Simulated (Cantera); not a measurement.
An isothermal, constant-pressure homogeneous reactor starts with 7.69 % NH₃, 92.3 % H₂, at 1650 K and 240 Torr.

Computed with Cantera and the gas-phase N/H chemistry of the illustrative SiF4/NH3 mechanism in the Surface Chemkin manual (1991). Walls and surfaces, which speed up NH3 decomposition in real reactors, are not modelled.

### Question
Predict: x(NH₃) at 3.00 s; x(H₂) at 3.00 s; x(N₂) at 3.00 s; x(N) at 3.00 s; x(N₂H₂) at 3.00 s.

### Answer
| Item | Value |
|---|---|
| x(NH₃) at 3.00 s | 0.0693 (gas-phase equilibrium 2.32e-6) |
| x(H₂) at 3.00 s | 0.927 (gas-phase equilibrium 0.964) |
| x(N₂) at 3.00 s | 0.00354 (gas-phase equilibrium 0.0357) |
| x(N) at 3.00 s | 9.40e-9 (gas-phase equilibrium <1e-12) |
| x(N₂H₂) at 3.00 s | 1.65e-8 (gas-phase equilibrium <1e-12) |
